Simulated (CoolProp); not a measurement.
R1336mzz(E) at 293.15 K and 0.0719 MPa is compressed adiabatically to 0.222 MPa with isentropic efficiency 0.9. Each further row changes one setting.

The numbers come from the reference Helmholtz-energy equation of state, Akasaka 2023 in CoolProp.

```json
[
 {"case": "as stated", "work (kJ/kg)": "18.4", "final temperature (K)": "318.5", "final density (kg/m³)": "?"},
 {"case": "efficiency 1", "work (kJ/kg)": "?", "final temperature (K)": "?", "final density (kg/m³)": "?"},
 {"case": "efficiency 0.65", "work (kJ/kg)": "?", "final temperature (K)": "?", "final density (kg/m³)": "?"}
]
```

Task: Complete the blanks.

Result: 
- as stated, final density (kg/m³): 14.8
- efficiency 1, work (kJ/kg): 16.6
- efficiency 1, final temperature (K): 316.4
- efficiency 1, final density (kg/m³): 14.9
- efficiency 0.65, work (kJ/kg): 25.5
- efficiency 0.65, final temperature (K): 326.6
- efficiency 0.65, final density (kg/m³): 14.3
